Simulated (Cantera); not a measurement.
An adiabatic, constant-pressure homogeneous reactor starts with CH4 : O2 : N2 = 1 : 3.45 : 28.6 (molar parts), equivalence ratio 0.58, at 950 K and 7.10 bar. Integrator tolerance rtol = 1e-08.

Detailed kinetics in Cantera: GRI-Mech 3.0 (53 species, 325 reactions). Below about 1000 K GRI-Mech 3.0 lacks low-temperature oxidation paths.

| quantity | before | after |
|---|---|---|
| time of steepest temperature rise | 0.500 s | 0.415 ms |
| temperature at 4.00 s | 1634 K | 2133 K |
| equilibrium temperature | 1631 K | 2133 K |
| x(CH4) at 4.00 s | <1e-12 (gas-phase equilibrium <1e-12) | <1e-12 (gas-phase equilibrium <1e-12) |
| x(O2) at 4.00 s | 0.0438 (gas-phase equilibrium 0.0433) | 0.0411 (gas-phase equilibrium 0.0411) |
| x(HO2) at 4.00 s | 1.83e-7 (gas-phase equilibrium 1.78e-7) | 1.74e-6 (gas-phase equilibrium 1.74e-6) |
| x(NO) at 4.00 s | 8.15e-6 (gas-phase equilibrium 0.00105) | 0.00502 (gas-phase equilibrium 0.00502) |
| x(H2O2) at 4.00 s | 1.43e-8 (gas-phase equilibrium 1.40e-8) | 9.08e-8 (gas-phase equilibrium 9.08e-8) |
| x(H2O) at 4.00 s | 0.0605 (gas-phase equilibrium 0.0605) | 0.0598 (gas-phase equilibrium 0.0598) |
| x(O) at 4.00 s | 1.70e-6 (gas-phase equilibrium 1.64e-6) | 0.000134 (gas-phase equilibrium 0.000134) |

**Question.** What was changed between the two runs?
A) initial temperature 950 to 1500 K
B) pressure from 7.10 bar to 10.0 bar
C) pressure from 7.10 bar to 5.00 bar
D) pressure from 7.10 bar to 1.00 bar

**Answer.** A, initial temperature 950 to 1500 K
